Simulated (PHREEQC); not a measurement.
Solution (50 °C): 0.017 mol NH4HF2 per kg of water. Closed to the air; pH follows from the charge balance.

Model: ion-association model, wateq4f.dat, run in PHREEQC.

| Item | Result |
|---|---|
| pH | 3.36 |
| ionic strength | 0.0175 mol/kgw |
| total alkalinity | -17.0 meq/kg |

```json
[
 {"species": "NH4+", "molality": "0.0170", "activity": "0.0148", "log γ": "-0.060"},
 {"species": "F-", "molality": "0.0164", "activity": "0.0143", "log γ": "-0.061"},
 {"species": "HF", "molality": "0.0150", "activity": "0.0150", "log γ": "0.002"},
 {"species": "HF2-", "molality": "0.00107", "activity": "0.000930", "log γ": "-0.061"},
 {"species": "H+", "molality": "0.000493", "activity": "0.000439", "log γ": "-0.051"},
 {"species": "H2F2", "molality": "0.000229", "activity": "0.000229", "log γ": "0.002"},
 {"species": "NH3", "molality": "9.76e-8", "activity": "9.76e-8", "log γ": "0.000"}
]
```

No solid was allowed to form. Constants without temperature data keep their 25 °C values here.
